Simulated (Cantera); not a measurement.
A Cantera script and its output.

```python
import numpy as np
import cantera as ct

gas = ct.Solution("h2o2.yaml")
gas.TPX = 1000, 1900000, {'H2': 1, 'O2': 0.962, 'N2': 3.62}
reactor = ct.IdealGasConstPressureReactor(gas, energy="on", clone=False)
net = ct.ReactorNet([reactor])
net.rtol, net.atol = 1e-08, 1e-16
show = ['H2', 'O2', 'H2O2', 'H2O', 'H', 'HO2']
times = np.geomspace(2e-06, 0.1, 15)

steps = ct.SolutionArray(gas, extra=["t"])
rows = []
print(f"{'t/s':>10s}{'T/K':>9s}{'P/Pa':>11s}" + "".join(f"{s:>11s}" for s in show))
for t in times:
    while net.time < t:
        t_next = net.step()
        steps.append(gas.state, t=t_next)
    rows.append([np.interp(t, steps.t, y) for y in (steps.T, steps.P, *steps(*show).X.T)])
    print(f"{t:10.3e}{rows[-1][0]:9.1f}{rows[-1][1]:11.4g}" + "".join(f"{x:11.3e}" for x in rows[-1][2:]))
rate = np.gradient(steps.T, steps.t)
print("integrator steps:", len(steps.t))
if steps.T.max() > steps.T[0] + 200:
    print(f"time of steepest temperature rise: {steps.t[rate.argmax()]:.4e} s")
gas.TPX = 1000, 1900000, {'H2': 1, 'O2': 0.962, 'N2': 3.62}
gas.equilibrate("HP")
print(f"equilibrium (HP): T = {gas.T:.1f} K  " + "  ".join(f"{s} {gas[s].X[0]:.3e}" for s in show))
```

It prints:

```
       t/s      T/K       P/Pa         H2         O2       H2O2        H2O          H        HO2
 2.000e-06   1000.0    1.9e+06  1.791e-01  1.723e-01  4.585e-12  7.198e-11  1.001e-11  1.767e-09
 4.332e-06   1000.0    1.9e+06  1.791e-01  1.723e-01  2.169e-11  1.620e-10  1.014e-11  3.848e-09
 9.382e-06   1000.0    1.9e+06  1.791e-01  1.723e-01  1.064e-10  3.619e-10  1.042e-11  8.360e-09
 2.032e-05   1000.0    1.9e+06  1.791e-01  1.723e-01  4.809e-10  8.177e-10  1.104e-11  1.815e-08
 4.401e-05   1000.0    1.9e+06  1.791e-01  1.723e-01  2.250e-09  1.950e-09  1.244e-11  3.950e-08
 9.533e-05   1000.0    1.9e+06  1.791e-01  1.723e-01  1.044e-08  5.383e-09  1.576e-11  8.662e-08
 2.065e-04   1000.0    1.9e+06  1.791e-01  1.723e-01  4.851e-08  2.055e-08  2.438e-11  1.953e-07
 4.472e-04   1000.0    1.9e+06  1.791e-01  1.723e-01  2.323e-07  1.229e-07  5.168e-11  4.863e-07
 9.686e-04   1000.0    1.9e+06  1.791e-01  1.723e-01  1.332e-06  1.118e-06  1.765e-10  1.599e-06
 2.098e-03   1000.2    1.9e+06  1.791e-01  1.723e-01  1.188e-05  1.677e-05  1.029e-09  6.593e-06
 4.544e-03   1003.0    1.9e+06  1.787e-01  1.721e-01  1.097e-04  3.393e-04  7.506e-09  2.164e-05
 9.842e-03   2271.9    1.9e+06  2.641e-04  8.989e-02  1.046e-06  1.945e-01  3.137e-05  1.148e-05
 2.132e-02   2271.9    1.9e+06  2.641e-04  8.989e-02  1.046e-06  1.945e-01  3.137e-05  1.148e-05
 4.617e-02   2271.9    1.9e+06  2.641e-04  8.989e-02  1.046e-06  1.945e-01  3.137e-05  1.148e-05
 1.000e-01   2271.9    1.9e+06  2.641e-04  8.989e-02  1.046e-06  1.945e-01  3.137e-05  1.148e-05
integrator steps: 1574
time of steepest temperature rise: 8.9837e-03 s
equilibrium (HP): T = 2271.9 K  H2 2.641e-04  O2 8.989e-02  H2O2 1.046e-06  H2O 1.945e-01  H 3.137e-05  HO2 1.148e-05
```

Cantera simulation using the H2/O2 subset of GRI-Mech 3.0, which has no nitrogen chemistry; the numbers are that mechanism's predictions, not measurements. The hydrogen kinetics of GRI-Mech 3.0 are dated; newer H2 mechanisms differ, most at raised pressure. The pressure lies above the range GRI-Mech 3.0 was tuned for (to about 10 atm).
